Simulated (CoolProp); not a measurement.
A single-stage vapour-compression cycle with toluene: evaporating at 326.15 K (dew point), condensing at 364.15 K (bubble point), superheat 0 K, subcooling 8 K, compressor efficiency 0.75, no pressure losses. Each further row changes one setting.

Values from CoolProp's reference Helmholtz-energy equation of state, Lemmon 2006. It is a short technical equation, of lower accuracy than the large ones.

```json
[
 {"case": "as stated", "cooling COP": "6.04", "pressure ratio": "4.02", "discharge temperature (K)": "370.3", "refrigerating effect (kJ/kg)": "341", "volumetric capacity (kJ/m³)": "163"},
 {"case": "evaporating temperature 331.15 K", "cooling COP": "7.17", "pressure ratio": "3.28", "discharge temperature (K)": "368.9", "refrigerating effect (kJ/kg)": "347", "volumetric capacity (kJ/m³)": "201"},
 {"case": "condensing temperature 359.15 K", "cooling COP": "7.07", "pressure ratio": "3.41", "discharge temperature (K)": "365.1", "refrigerating effect (kJ/kg)": "350", "volumetric capacity (kJ/m³)": "168"},
 {"case": "subcooling 13 K", "cooling COP": "6.21", "pressure ratio": "4.02", "discharge temperature (K)": "370.3", "refrigerating effect (kJ/kg)": "350", "volumetric capacity (kJ/m³)": "168"},
 {"case": "superheat 10 K", "cooling COP": "6.08", "pressure ratio": "4.02", "discharge temperature (K)": "380.3", "refrigerating effect (kJ/kg)": "354", "volumetric capacity (kJ/m³)": "164"},
 {"case": "compressor efficiency 0.65", "cooling COP": "5.24", "pressure ratio": "4.02", "discharge temperature (K)": "376.3", "refrigerating effect (kJ/kg)": "341", "volumetric capacity (kJ/m³)": "163"}
]
```
